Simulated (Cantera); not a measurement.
# Halide evaporation, hydrolysis and transport: BaF₂ + O₂ + N₂

Charge: 1 mol BaF₂, 0.038 mol O₂, 6.7 mol N₂, equilibrated at 0.00593 Torr.

These are equilibrium values from Cantera (NASA tables, ideal gas, pure condensed phases), not measurements of a reactor. Candidate condensed phases: Ba, BaF₂, BaO; 20 gas species. Equilibrium is a limit: real reactors are often held back by kinetics, nucleation or transport.

From 1377 °C to 1702 °C nothing is condensed. The main Ba-bearing gas is BaF₂ throughout.

| T (°C) | x N₂ | x BaF₂ | x O | x O₂ | x F |
|---|---|---|---|---|---|
| 1377 | 0.865 | 0.129 | 0.000613 | 0.00442 | 9.63e-5 |
| 1402 | 0.865 | 0.129 | 0.000798 | 0.00431 | 0.000131 |
| 1427 | 0.865 | 0.129 | 0.00103 | 0.00418 | 0.000176 |
| 1452 | 0.865 | 0.129 | 0.00131 | 0.00402 | 0.000235 |
| 1477 | 0.865 | 0.129 | 0.00165 | 0.00383 | 0.000311 |
| 1502 | 0.864 | 0.129 | 0.00205 | 0.00362 | 0.000408 |
| 1527 | 0.864 | 0.128 | 0.00251 | 0.00337 | 0.000531 |
| 1552 | 0.864 | 0.128 | 0.00304 | 0.00309 | 0.000686 |
| 1577 | 0.863 | 0.128 | 0.00362 | 0.00279 | 0.000881 |
| 1602 | 0.863 | 0.128 | 0.00425 | 0.00247 | 0.00112 |
| 1627 | 0.862 | 0.127 | 0.00491 | 0.00214 | 0.00142 |
| 1652 | 0.862 | 0.127 | 0.00556 | 0.00181 | 0.00179 |
| 1677 | 0.861 | 0.126 | 0.00620 | 0.00149 | 0.00224 |
| 1702 | 0.860 | 0.126 | 0.00679 | 0.00120 | 0.00278 |
x: gas mole fraction; nothing condenses.
